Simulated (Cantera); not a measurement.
A perfectly stirred reactor is fed with H2 : O2 : N2 = 1.7 : 1 : 0.6 (molar parts), at 13300 Pa; it is held at 1175 K, and followed from long to short residence time.

Model: the H2/O2 subset of GRI-Mech 3.0, which has no nitrogen chemistry, integrated in Cantera. The temperature is held fixed by assumption; the heat of reaction is taken as removed at once.

What does this change do: pressure from 13300 Pa to 17000 Pa?


| quantity | before | after |
|---|---|---|
| x(H2) at τ = 20.0 s | 0.000149 | 0.000127 |
| x(O2) at τ = 20.0 s | 0.0612 | 0.0612 |
| x(H2O) at τ = 20.0 s | 0.694 | 0.694 |
| x(HO2) at τ = 20.0 s | 2.61e-6 | 2.62e-6 |
| x(H) at τ = 20.0 s | 3.83e-6 | 2.38e-6 |
| x(H2) at τ = 57.0 ms | 0.00671 | 0.00572 |
| x(O2) at τ = 57.0 ms | 0.0639 | 0.0635 |
| x(H2O) at τ = 57.0 ms | 0.682 | 0.684 |
| x(HO2) at τ = 57.0 ms | 2.52e-5 | 3.01e-5 |
| x(H) at τ = 57.0 ms | 0.00129 | 0.000806 |
